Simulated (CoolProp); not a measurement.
The fluid at 251.21 K and 1.04 MPa is throttled through a valve to 0.652 MPa with no heat exchange. The same conditions are run with several fluids, on thermodynamics alone (safety and materials aside).

Values from CoolProp's reference Helmholtz-energy equation of state of each fluid (n-octane: Beckmüller 2019; chloromethane (R40): Thol 2014; CH2F2 (R32): Tillner-Roth 1997; chlorine: Thol 2021; R1132(E): Akasaka 2024).

```json
[
 {"fluid": "n-octane", "temperature change (K)": "___", "final density (kg/m³)": "736"},
 {"fluid": "chloromethane (R40)", "temperature change (K)": "+0.1", "final density (kg/m³)": "___"},
 {"fluid": "CH2F2 (R32)", "temperature change (K)": "+0.1", "final density (kg/m³)": "1130"},
 {"fluid": "chlorine", "temperature change (K)": "+0.1", "final density (kg/m³)": "___"},
 {"fluid": "R1132(E)", "temperature change (K)": "+0.1", "final density (kg/m³)": "___"}
]
```

**Question.** Some entries are withheld; supply them.

**Answer.** 
- n-octane, temperature change (K): +0.2
- chloromethane (R40), final density (kg/m³): 1000
- chlorine, final density (kg/m³): 1530
- R1132(E), final density (kg/m³): 1070
